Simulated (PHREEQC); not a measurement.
1 kg of water holding 0.49 mol/kgw KCl, 0.0039 mol/kgw MgCl2, 0.024 mol/kgw NaCl and 0.17 mol/kgw MgSO4 is evaporated at 90 °C; the solids stay in contact with the brine. CO2 from the air is kept out. Solids allowed: Arcanite, Bischofite, Bloedite, Brucite, Carnallite, Epsomite, Glaserite, Halite, Hexahydrite, Kainite, Kieserite, Leonite, Mirabilite, Misenite, Schoenite, Sylvite, Thenardite, MgCl2_4H2O. Others were left out.

The numbers come from PHREEQC with the Pitzer model, pitzer.dat.

Predict ionic strength, Cl in solution (mol/kgw) at water left (kg) = 0.6755, 0.4563.


```json
[
 {"water left (kg)": "0.6755", "ionic strength": "1.78", "Cl in solution (mol/kgw)": "0.772"},
 {"water left (kg)": "0.4563", "ionic strength": "2.64", "Cl in solution (mol/kgw)": "1.14"}
]
```

Complexes and solids missing from the database can't appear. Away from 25 °C the constants follow the database's enthalpies or fits; those with neither stay at their 25 °C values.
